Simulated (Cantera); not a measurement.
# Carbothermic reduction: Cu2O + C + N2

Charge: 1 mol Cu2O, 1.3 mol C, 5.8 mol N2.

Cantera equilibrium calculation (NASA polynomials, part measured and part estimated; ideal gas, pure solids and liquids). Candidate condensed phases: C, Cu, CuO, Cu2O; 27 gas species. Rates play no part.

### Question
Map the stable condensed phases over T = 1150, 1250, 1350, 1450, 1550, 1650, 1750, 1850, 1950, 2050, 2150, 2250, 2350 K and P in Pa = 10, 68, 460, 3200, 22000, 150000, 1000000.

### Answer
```
T in K \ P in Pa
              10      68     460    3200   22000  150000 1000000
   2350        A       A       A       A       A       B       B
   2250        A       A       A       A       B       B       B
   2150        A       A       A       A       B       B       B
   2050        A       A       A       B       B       B       B
   1950        A       A       A       B       B       B       B
   1850        A       A       B       B       B       B       B
   1750        A       A       B       B       B       B       B
   1650        A       B       B       B       B       B       B
   1550        B       B       B       B       B       B       B
   1450        B       B       B       B       B       B       B
   1350        B       B       B       B       B       B       B
   1250        B       B       B       B       B       B       B
   1150        B       B       B       B       B       B       B
```
A: C; B: C + Cu.
